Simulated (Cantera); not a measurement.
Premixed flame

A freely propagating, adiabatic, planar premixed flame of 24.6 % CO, 1.75 % H₂, 3.70 % CH₄, 14.7 % O₂, 55.2 % N₂, equivalence ratio 1.4, unburnt at 373 K and 4.93 atm; mixture-averaged transport, grid criteria slope 0.08 and curve 0.16, no radiation.

Computed with Cantera and GRI-Mech 3.0 (53 species, 325 reactions). Burning velocities carry a grid error of a few per cent, more on coarse grids.

```tsv
z (mm)	T (K)	u (m/s)	x CO	x H₂	x CH₄	x HCO	x C₂H₆	x H₂O
-0.224	373	0.716	0.246	0.0175	0.0370	<1e-8	<1e-8	1.59e-6
-0.149	373	0.717	0.246	0.0174	0.0370	<1e-8	<1e-8	2.51e-5
-0.112	375	0.720	0.246	0.0173	0.0369	<1e-8	2.27e-8	0.000154
-0.0746	397	0.762	0.246	0.0170	0.0365	<1e-8	6.04e-7	0.00163
-0.0373	702	1.35	0.239	0.0163	0.0299	9.37e-8	2.81e-5	0.0197
-0.0186	1145	2.19	0.226	0.0158	0.0189	5.58e-6	7.63e-5	0.0442
0	1583	3.00	0.205	0.0143	0.00558	3.01e-5	1.92e-5	0.0685
0.0186	1818	3.39	0.178	0.0115	0.000532	1.32e-5	2.08e-7	0.0781
0.0373	1929	3.55	0.155	0.0106	2.59e-5	2.55e-6	<1e-8	0.0783
0.0746	2046	3.72	0.136	0.0111	7.32e-8	1.19e-6	<1e-8	0.0771
0.149	2153	3.88	0.127	0.0111	<1e-8	7.17e-7	<1e-8	0.0797
0.298	2237	4.01	0.123	0.0104	<1e-8	3.93e-7	<1e-8	0.0835
0.597	2290	4.09	0.119	0.00998	<1e-8	2.11e-7	<1e-8	0.0861
```
x: mole fraction of selected species; z is measured from the peak of heat release.

- laminar burning velocity = 71.6 cm/s
- thermal thickness = 0.0746 mm
- peak x(HCO) = 3.08e-5
- peak x(C₂H₆) = 7.64e-5
- grid points = 129
